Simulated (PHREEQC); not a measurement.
Dissolve 1.4 mol NaOH, 0.021 mol Na2SO4 and 0.0016 mol H4SiO4 per kg of water at 25 °C. Closed to the air; pH follows from the charge balance.

Model: Pitzer model, pitzer.dat, run in PHREEQC.

```json
[
 {"quantity": "pH", "before": "14.00", "after": "12.50"},
 {"quantity": "ionic strength (mol/kgw)", "before": "1.47", "after": "1.47"},
 {"quantity": "SI of Mirabilite (Na2SO4:10H2O)", "before": "-1.97", "after": "-3.53"},
 {"quantity": "SI of Thenardite (Na2SO4)", "before": "-2.70", "after": "-2.43"}
]
```

Problem. Name the change that produced these shifts.
A) temperature from 25 to 30 °C
B) 0.6 mol/kgw K2SO4 added
C) NaOH replaced by Na2CO3 at the same molality
D) temperature from 25 to 85 °C
E) NaOH from 1.4 to 7 mol/kgw

Solution. D, temperature from 25 to 85 °C

This is a speciation only: nothing precipitates in the calculation. In brines, pH and single-ion activities rest on the MacInnes convention. At this temperature some constants are extrapolated from 25 °C, and those without enthalpy data are left unchanged.
